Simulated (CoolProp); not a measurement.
Properties of hydrogen sulfide along the isobar 4.45 MPa.

Computed with CoolProp (reference Helmholtz-energy equation of state, Lemmon 2006). It is a short technical equation, of lower accuracy than the large ones.

| T (K) | phase | density (kg/m³) | cp (kJ/(kg K)) | Joule-Thomson coefficient (K/MPa) | isothermal compressibility (1/MPa) | viscosity (µPa s) |
|---|---|---|---|---|---|---|
| 311.7 | liquid | 745.9 | 2.330 | 0.1125 | 0.004872 | … |
| 325.1 | liquid | 704.1 | 2.556 | 0.3291 | 0.007412 | 96.7 |
| 338.5 | gas | 76.96 | … | 14.15 | 0.3714 | 13.9 |
| 351.9 | gas | 68.94 | 1.727 | 12.68 | 0.3242 | 14.6 |
| 365.3 | gas | 63.25 | 1.556 | 11.48 | 0.2995 | 15.1 |
| 378.7 | gas | 58.85 | 1.453 | 10.48 | 0.2839 | 15.7 |
| 392.1 | gas | 55.25 | … | 9.624 | 0.2730 | 16.3 |
| 405.6 | gas | 52.21 | 1.335 | 8.872 | 0.2650 | 16.9 |
| 419 | gas | 49.61 | 1.300 | 8.215 | 0.2589 | … |
| 432.4 | gas | 47.33 | … | 7.632 | 0.2541 | 18.0 |
| 445.8 | gas | 45.30 | 1.255 | 7.110 | 0.2502 | 18.6 |
| 459.2 | gas | 43.49 | 1.240 | … | 0.2469 | 19.1 |
| 472.6 | gas | 41.85 | 1.229 | 6.217 | 0.2442 | 19.6 |

Problem. What belongs in the gaps?

Solution. 
- 311.7, viscosity (µPa s): 112
- 338.5, cp (kJ/(kg K)): 2.065
- 392.1, cp (kJ/(kg K)): 1.384
- 419, viscosity (µPa s): 17.5
- 432.4, cp (kJ/(kg K)): 1.274
- 459.2, Joule-Thomson coefficient (K/MPa): 6.641

Viscosity comes from a separate model (Quiñones-Cisneros 2012).
